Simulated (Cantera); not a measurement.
An adiabatic, constant-volume homogeneous reactor starts with 5.31 % CH4, 0.584 % CO, 19.8 % O2, 74.3 % N2, equivalence ratio 0.55, at 1700 K and 10.0 bar.

Model: GRI-Mech 3.0 (53 species, 325 reactions), integrated in Cantera.

One state of this run: T (K) = 2847; P (bar) = 16.9; x CH4 = <1e-12; x CO = 0.00817; x O2 = 0.0768; x HO2 = 2.94e-5; x H2O2 = 1.48e-6; x C2H6 = <1e-12. x: mole fraction; the columns are a selection and need not sum to one.

Task: Which value of t (s) does it belong to?
(A) 3.23e-5
(B) 5.00e-6
(C) 0.00343
(D) 1.27e-5

Result: C, 0.00343
